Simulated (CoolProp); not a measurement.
2000 sccm (0 °C, 1 atm) of nitrogen bubbles through liquid the fluoroketone C6F12O (FK-5-1-12) at 284.3 K and leaves saturated at a total pressure of 0.15 MPa (ideal gas phase). Each further row changes one setting.

Computed with CoolProp (reference Helmholtz-energy equation of state, McLinden 2015).

```json
[
 {"case": "as stated", "vapour pressure (kPa)": "21.8", "mole fraction of vapour": "0.145", "delivery (mg/min)": "(withheld)", "delivery (sccm)": "339", "change of delivery for a bath 1 K warmer (%)": "5.7"},
 {"case": "bath temperature 289.3 K", "vapour pressure (kPa)": "(withheld)", "mole fraction of vapour": "(withheld)", "delivery (mg/min)": "(withheld)", "delivery (sccm)": "(withheld)", "change of delivery for a bath 1 K warmer (%)": "5.7"},
 {"case": "total pressure 0.3 MPa", "vapour pressure (kPa)": "21.8", "mole fraction of vapour": "0.0725", "delivery (mg/min)": "2200", "delivery (sccm)": "156", "change of delivery for a bath 1 K warmer (%)": "(withheld)"}
]
```

### Question
Complete the blanks.

### Answer

- as stated, delivery (mg/min): 4780
- bath temperature 289.3 K, vapour pressure (kPa): 27.4
- bath temperature 289.3 K, mole fraction of vapour: 0.183
- bath temperature 289.3 K, delivery (mg/min): 6310
- bath temperature 289.3 K, delivery (sccm): 448
- total pressure 0.3 MPa, change of delivery for a bath 1 K warmer (%): 5.2
